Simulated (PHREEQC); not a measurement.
0.01 mol of Zn(OH)2-e (Zn(OH)2) is brought to equilibrium with 1 kg of water holding 100 mmol/kgw NaCl, at 25 °C, the pH being set by adding NaOH or HCl. O2 is buffered at 0.21 atm. The system is closed to CO2. Solids allowed: Zn(OH)2-e, Zn5(OH)8Cl2. Others were left out.

Computed with PHREEQC (ion-association model, wateq4f.dat).

Task: Predict dissolved Zn (mol/kgw), Zn+2 (mol/kgw) at pH = 8.67, 9.33, 10.

Result: 
```json
[
 {"pH": "8.67", "dissolved Zn (mol/kgw)": "1.06e-5", "Zn+2 (mol/kgw)": "3.63e-6"},
 {"pH": "9.33", "dissolved Zn (mol/kgw)": "4.69e-6", "Zn+2 (mol/kgw)": "1.74e-7"},
 {"pH": "10", "dissolved Zn (mol/kgw)": "4.18e-6", "Zn+2 (mol/kgw)": "7.95e-9"}
]
```

Species that the database lacks are ignored.
